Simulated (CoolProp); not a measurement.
Properties of R245ca along the isotherm 450 K.

Model: reference Helmholtz-energy equation of state, Zhou 2016, in CoolProp.

| p (kPa) | phase | Z | Joule-Thomson coefficient (K/MPa) | isothermal compressibility (1/MPa) | expansivity (1/kK) |
|---|---|---|---|---|---|
| 31.6 | gas | 0.9972 | 7.388 | 31.73 | 2.244 |
| 56.2 | gas | 0.9951 | 7.408 | 17.88 | 2.261 |
| 100 | gas | 0.9912 | 7.443 | 10.09 | 2.292 |
| 178 | gas | 0.9842 | 7.507 | 5.709 | 2.349 |
| 316 | gas | 0.9719 | 7.624 | 3.258 | 2.455 |
| 562 | gas | 0.9493 | 7.850 | 1.877 | 2.663 |
| 1000 | gas | 0.9077 | 8.312 | 1.108 | 3.113 |
| 1780 | gas | 0.8263 | 9.401 | 0.6973 | 4.315 |
| 3160 | gas | 0.6361 | 13.00 | 0.5993 | 11.05 |
| 5620 | supercritical | 0.2371 | 2.038 | 0.06297 | 10.38 |
| 10000 | supercritical | 0.3689 | 0.5779 | 0.01744 | 4.336 |
